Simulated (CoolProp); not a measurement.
Aqueous lithium chloride as a coolant, at 28 °C, 1 atm.

Computed with CoolProp (Melinder's fits for secondary coolants).

```csv
mass %,freezing point (°C),viscosity (mPa s),density (kg/m³),cp (kJ/(kg K)),Prandtl number
2,-1.6,0.896,1008,?,6.02
4.8,-4.8,?,1024,3.928,6.48
7.6,-8.5,1.09,1040,3.794,6.97
10.4,-12.9,1.20,1056,3.668,7.54
13.3,-19.1,1.34,1073,3.547,8.26
16.1,-27.6,?,1089,3.438,9.08
18.9,-38.8,1.70,1106,3.340,10.1
```

Task: Some entries are withheld; supply them.

Result: 
- 2, cp (kJ/(kg K)): 4.071
- 4.8, viscosity (mPa s): 0.988
- 16.1, viscosity (mPa s): 1.51
